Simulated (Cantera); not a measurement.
## Ammonia decomposition in nitride growth gas

A perfectly stirred reactor is fed with NH₃ : N₂ = 1 : 27 (molar parts), at 1.00 atm; it is held at 1775 K, and followed from long to short residence time.

Model: the gas-phase N/H chemistry of the illustrative SiF4/NH3 mechanism in the Surface Chemkin manual (1991), integrated in Cantera. Walls and surfaces, which speed up NH3 decomposition in real reactors, are not modelled.

```csv
τ (s),x NH₃,x N₂,x H₂,x NH,x N₂H₄,x N
1.9,0.00979,0.953,0.0375,6.54e-7,1.33e-9,1.02e-7
0.65,0.0172,0.956,0.0267,8.60e-7,3.28e-9,1.10e-7
0.22,0.0254,0.960,0.0149,9.89e-7,6.41e-9,9.74e-8
0.076,0.0311,0.962,0.00661,9.56e-7,1.02e-8,6.22e-8
0.026,0.0340,0.964,0.00245,7.70e-7,1.42e-8,2.54e-8
0.0089,0.0351,0.964,0.000805,5.56e-7,1.63e-8,7.68e-9
0.0030,0.0355,0.964,0.000220,3.80e-7,1.35e-8,2.17e-9
0.0010,0.0357,0.964,4.36e-5,1.97e-7,5.59e-9,6.16e-10
0.00036,0.0357,0.964,9.85e-6,5.79e-8,1.05e-9,1.91e-10
0.00012,0.0357,0.964,2.88e-6,7.87e-9,1.20e-10,2.28e-11
```
x: mole fraction; the columns are a selection and need not sum to one.
